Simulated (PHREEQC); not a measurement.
Dissolve 5 mmol/kgw H3PO4, 13 mmol/kgw H2SO4 and 0.075 mmol/kgw H4SiO4 at 25 °C. Closed to the air; pH follows from the charge balance.

The numbers come from PHREEQC with the ion-association model, wateq4f.dat.

**Question.** The ionic strength comes out as 0.0268 mol/kgw. What activity coefficients do SO4-2, H+, H2PO4-, HSO4- get?

**Answer.** SO4-2 0.54, H+ 0.88, H2PO4- 0.86, HSO4- 0.86.

This is a speciation only: nothing precipitates in the calculation. H3PO4, which wateq4f.dat lacks, is added to it with the constant of phreeqc.dat.
